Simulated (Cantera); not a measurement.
A Cantera script and what it prints.

```python
import numpy as np
import cantera as ct

gas_names = """
    H2O2 H2O
""".split()
cond_names = """
    Ta(cr) Ta(L) Ta2O5(s) Ta2O5(L)
""".split()


# ... load() reads the species with a 1 bar reference pressure and builds the phases ...
species = {s.name: s for s in load("nasa_gas.yaml", gas_names) + load("nasa_condensed.yaml", cond_names)}
# Each term lists the table entries of one substance; the one whose range holds T is used.
reactions = {
    '5 H2O2(g) + 2 Ta = 5 H2O(g) + Ta2O5':
        [(-5, ['H2O2']), (-2, ['Ta(cr)', 'Ta(L)']), (5, ['H2O']), (1, ['Ta2O5(s)', 'Ta2O5(L)'])],
}


def pick(names, T):
    return next(species[n] for n in names if species[n].thermo.min_temp <= T <= species[n].thermo.max_temp)


results = []
for label, terms in reactions.items():
    print(label)
    print("     T/K   dH/kJ  dS/(J/K)   dG/kJ   log10 K")
    for T in [300, 350, 450, 550, 650, 750]:
        used = [(nu, pick(names, T)) for nu, names in terms]
        dH = sum(nu * s.thermo.h(T) for nu, s in used) / 1e6
        dS = sum(nu * s.thermo.s(T) for nu, s in used) / 1e3
        dG = dH - T * dS / 1e3
        logK = -dG * 1e6 / (ct.gas_constant * T * np.log(10))
        results.append((label, T, dH, dS, dG, logK, [s.name for _, s in used]))
        print(f"{T:8g} {dH:8.1f} {dS:8.1f} {dG:8.1f} {logK:8.2f}")
```

Output:

```
5 H2O2(g) + 2 Ta = 5 H2O(g) + Ta2O5
     T/K   dH/kJ  dS/(J/K)   dG/kJ   log10 K
     300  -2573.5   -168.0  -2523.1   439.30
     350  -2571.5   -162.0  -2514.9   375.31
     450  -2568.0   -153.1  -2499.1   290.09
     550  -2565.1   -147.2  -2484.1   235.92
     650  -2562.5   -142.9  -2469.6   198.46
     750  -2560.3   -139.7  -2455.5   171.01
```

Cantera with NASA thermochemical tables; ideal gases at 1 bar, condensed phases pure. Condensed species are held in their standard states even where they would react or evaporate.
